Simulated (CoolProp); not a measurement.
Computed with CoolProp (reference Helmholtz-energy equation of state, Lemmon 2006). It is a short technical equation, of lower accuracy than the large ones.

Question: For carbonyl sulfide, give the phase and the cp (kJ/(kg K)), expansivity (1/kK), fugacity coefficient at 214.8 K and 0.325 MPa; 214.8 K and 24.3 MPa.

Answer: 
- 214.8 K and 0.325 MPa: liquid; cp 1.17, expansivity 1.76, fugacity coefficient 0.207
- 214.8 K and 24.3 MPa: liquid; cp 1.14, expansivity 1.50, fugacity coefficient 0.00540
